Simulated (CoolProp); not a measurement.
Saturated liquid density (kg/m³) of chloromethane (R40): the reference equation beside estimates from Tc = 418.6 K, pc = 6.929 MPa, ω = 0.150. Rackett uses Z = 0.29056 − 0.08775 ω.

Model: reference Helmholtz-energy equation of state, Thol 2014, in CoolProp.

| T (K) | reference | Rackett | van der Waals | Redlich-Kwong | Soave-Redlich-Kwong | Peng-Robinson |
|---|---|---|---|---|---|---|
| 324.2 | 855.9 | 837.6 | 533.5 | 759.8 | 778.8 | 883.4 |
| 329.6 | 843.4 | 825.9 | 525.8 | 746.0 | 765.2 | 868.1 |
| 335 | 830.5 | 814.0 | 517.9 | 731.7 | 751.1 | 852.2 |
| 340.4 | 817.2 | 801.6 | 509.6 | 716.9 | 736.4 | 835.5 |
| 345.8 | 803.5 | 788.8 | 501.1 | 701.5 | 721.1 | 818.1 |
| 351.2 | 789.2 | 775.6 | 492.2 | 685.6 | 705.0 | 799.8 |
| 356.6 | 774.3 | 761.8 | 483.0 | 668.9 | 688.2 | 780.5 |
| 362 | 758.7 | 747.4 | 473.3 | 651.5 | 670.6 | 760.2 |

Absolute difference from the reference over all 8 rows, mean and median: Rackett 1.8 and 1.9 %, van der Waals 37.6 and 37.6 %, Redlich-Kwong 12.6 and 12.5 %, Soave-Redlich-Kwong 10.2 and 10.1 %, Peng-Robinson 1.9 and 2.0 %.
